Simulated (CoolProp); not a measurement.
Properties of CH3F (R41) along the isotherm 278.8 K.

The numbers come from the reference Helmholtz-energy equation of state, Lemmon 2006 in CoolProp. It is a short technical equation, of lower accuracy than the large ones.

```
p (bar)   phase  density (kg/m³)  cp (kJ/(kg K))  isothermal compressibility (1/MPa)  fugacity coefficient
-------  ------  ---------------  --------------  ----------------------------------  --------------------
73.8     liquid            687.7           2.463                            0.007032                0.2734
148      liquid              ___           2.264                                 ___                   ___
221      liquid            739.7           2.157                            0.003667                0.1235
295      liquid              ___           2.086                            0.002994                0.1069
369      liquid            773.7           2.036                            0.002540               0.09851
443      liquid            787.3           1.998                            0.002212               0.09431
517      liquid            799.6           1.968                                 ___               0.09267
591      liquid            810.7             ___                            0.001765               0.09278
```

Problem. Fill in the missing entries.

Solution. 
- 148, density (kg/m³): 717.6
- 148, isothermal compressibility (1/MPa): 0.004762
- 148, fugacity coefficient: 0.1592
- 295, density (kg/m³): 758.1
- 517, isothermal compressibility (1/MPa): 0.001962
- 591, cp (kJ/(kg K)): 1.943
